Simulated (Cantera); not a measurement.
A jet of 2.88 % CH4, 6.11 % O2, 91.0 % N2, equivalence ratio 0.94 at 300 K and 44.3 Torr hits a platinum plate 8.2 cm away at a mass flux of 0.069 kg/m²/s; the plate temperature is set and raised in steps from an oxygen-covered start.

Cantera simulation using Deutschmann's 1995 Pt surface mechanism with GRI-Mech 3.0 gas chemistry; the numbers are that mechanism's predictions, not measurements. Catalytic surfaces can have several steady states; this one follows from the mechanism file's or the stated starting coverage.

x: mole fraction at the wall; θ: surface coverage.

| plate T (K) | wall x CH4 | wall x O2 | wall x H2O | wall x OH | wall x CO | wall x CO2 | θ free Pt | θ O* | θ OH* |
|---|---|---|---|---|---|---|---|---|---|
| 900 | 0.0143 | 0.0303 | 0.0271 | 3.29e-8 | 7.05e-6 | 0.0178 | 0.300 | 0.698 | 0.00122 |
| 950 | 0.00987 | 0.0210 | 0.0352 | 9.68e-8 | 7.19e-6 | 0.0232 | 0.401 | 0.598 | 0.00121 |
| 1000 | ? | ? | 0.0404 | ? | 7.47e-6 | 0.0266 | ? | ? | ? |
| 1050 | ? | ? | 0.0436 | ? | ? | 0.0288 | ? | ? | ? |
| 1100 | 0.00417 | 0.00899 | 0.0455 | 1.15e-6 | 9.45e-6 | 0.0300 | 0.679 | 0.321 | 0.000794 |

Problem. What belongs in the gaps?

Solution. 
- 1000, wall x CH4: 0.00701
- 1000, wall x O2: 0.0149
- 1000, wall x OH: 2.48e-7
- 1000, θ free Pt: 0.501
- 1000, θ O*: 0.498
- 1000, θ OH*: 0.00110
- 1050, wall x CH4: 0.00524
- 1050, wall x O2: 0.0112
- 1050, wall x OH: 5.58e-7
- 1050, wall x CO: 8.16e-6
- 1050, θ free Pt: 0.596
- 1050, θ O*: 0.403
- 1050, θ OH*: 0.000951
